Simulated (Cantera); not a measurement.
What does this Cantera script print?

```python
import numpy as np
import cantera as ct

gas = ct.Solution("gri30.yaml")
gas.TPX = 975, 1000000, {'H2': 1, 'O2': 0.208, 'N2': 0.958}
reactor = ct.IdealGasConstPressureReactor(gas, energy="on", clone=False)
net = ct.ReactorNet([reactor])
net.rtol, net.atol = 1e-08, 1e-16
show = ['H2', 'O2', 'NO', 'HO2', 'N2O']
times = np.geomspace(3e-06, 0.1, 10)

steps = ct.SolutionArray(gas, extra=["t"])
rows = []
print(f"{'t/s':>10s}{'T/K':>9s}{'P/Pa':>11s}" + "".join(f"{s:>11s}" for s in show))
for t in times:
    while net.time < t:
        t_next = net.step()
        steps.append(gas.state, t=t_next)
    rows.append([np.interp(t, steps.t, y) for y in (steps.T, steps.P, *steps(*show).X.T)])
    print(f"{t:10.3e}{rows[-1][0]:9.1f}{rows[-1][1]:11.4g}" + "".join(f"{x:11.3e}" for x in rows[-1][2:]))
rate = np.gradient(steps.T, steps.t)
print("integrator steps:", len(steps.t))
if steps.T.max() > steps.T[0] + 200:
    print(f"time of steepest temperature rise: {steps.t[rate.argmax()]:.4e} s")
gas.TPX = 975, 1000000, {'H2': 1, 'O2': 0.208, 'N2': 0.958}
gas.equilibrate("HP")
print(f"equilibrium (HP): T = {gas.T:.1f} K  " + "  ".join(f"{s} {gas[s].X[0]:.3e}" for s in show))
```

Output:

```
       t/s      T/K       P/Pa         H2         O2         NO        HO2        N2O
 3.000e-06    975.0      1e+06  4.617e-01  9.603e-02  1.642e-24  9.915e-10  1.061e-17
 9.543e-06    975.0      1e+06  4.617e-01  9.603e-02  6.364e-24  3.211e-09  4.247e-17
 3.035e-05    975.0      1e+06  4.617e-01  9.603e-02  2.366e-23  1.030e-08  2.077e-16
 9.655e-05    975.0      1e+06  4.617e-01  9.603e-02  1.046e-22  3.328e-08  1.382e-15
 3.071e-04    975.0      1e+06  4.617e-01  9.603e-02  8.100e-22  1.133e-07  1.215e-14
 9.769e-04    975.0      1e+06  4.617e-01  9.603e-02  2.304e-20  5.386e-07  1.471e-13
 3.107e-03    975.2      1e+06  4.617e-01  9.600e-02  6.875e-18  7.198e-06  4.672e-12
 9.884e-03    997.1      1e+06  4.594e-01  9.428e-02  6.260e-15  6.046e-05  2.124e-10
 3.144e-02   2369.7      1e+06  2.968e-01  4.820e-07  2.051e-05  1.527e-09  2.934e-09
 1.000e-01   2369.7      1e+06  2.968e-01  4.820e-07  2.162e-05  1.527e-09  2.987e-09
integrator steps: 1872
time of steepest temperature rise: 1.1980e-02 s
equilibrium (HP): T = 2369.7 K  H2 2.968e-01  O2 4.820e-07  NO 2.162e-05  HO2 1.527e-09  N2O 2.987e-09
```

Cantera simulation using GRI-Mech 3.0 (53 species, 325 reactions); the numbers are that mechanism's predictions, not measurements. The hydrogen kinetics of GRI-Mech 3.0 are dated; newer H2 mechanisms differ, most at raised pressure.
